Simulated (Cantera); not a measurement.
An isothermal, constant-pressure homogeneous reactor starts with H2 : O2 : N2 = 0.93 : 0.12 : 18 (molar parts), equivalence ratio 3.9, at 1075 K and 49000 Pa.

Detailed kinetics in Cantera: GRI-Mech 3.0 (53 species, 325 reactions).

x: mole fraction; the columns are a selection and need not sum to one.

| t (s) | x H2 | x O2 | x NO | x H | x H2O | x O | x OH |
|---|---|---|---|---|---|---|---|
| 2.00e-5 | 0.0488 | 0.00630 | <1e-12 | 1.49e-11 | <1e-12 | <1e-12 | <1e-12 |
| 7.93e-5 | 0.0488 | 0.00630 | <1e-12 | 6.64e-11 | 1.18e-11 | 1.90e-12 | <1e-12 |
| 0.000314 | 0.0488 | 0.00630 | <1e-12 | 4.87e-10 | 3.20e-10 | 1.56e-11 | 6.16e-12 |
| 0.00124 | 0.0488 | 0.00630 | <1e-12 | 4.58e-8 | 5.49e-8 | 1.49e-9 | 5.87e-10 |
| 0.00493 | 0.0335 | 6.37e-5 | 8.41e-8 | 0.00594 | 0.0125 | 5.15e-6 | 9.77e-6 |
| 0.0195 | 0.0360 | 6.68e-9 | 9.18e-8 | 0.000895 | 0.0127 | 3.35e-8 | 1.19e-6 |
| 0.0775 | 0.0363 | 3.50e-10 | 8.62e-8 | 0.000204 | 0.0127 | 1.71e-9 | 2.70e-7 |
| 0.307 | 0.0364 | 2.35e-11 | 6.50e-8 | 5.02e-5 | 0.0127 | 1.03e-10 | 6.63e-8 |
| 1.22 | 0.0364 | 1.77e-12 | 2.83e-8 | 1.26e-5 | 0.0127 | 6.47e-12 | 1.66e-8 |
| 4.82 | 0.0364 | <1e-12 | ___ | ___ | 0.0127 | <1e-12 | ___ |
| 19.1 | 0.0364 | <1e-12 | 8.63e-10 | 8.04e-7 | 0.0127 | <1e-12 | 1.06e-9 |
| 75.7 | 0.0364 | <1e-12 | 1.03e-10 | 2.03e-7 | 0.0127 | <1e-12 | 2.67e-10 |
| 300 | 0.0364 | <1e-12 | 1.17e-11 | 5.12e-8 | 0.0127 | <1e-12 | 6.75e-11 |

Question: Complete the blanks.

Answer: 
- 4.82, x NO: 6.14e-9
- 4.82, x H: 3.18e-6
- 4.82, x OH: 4.19e-9
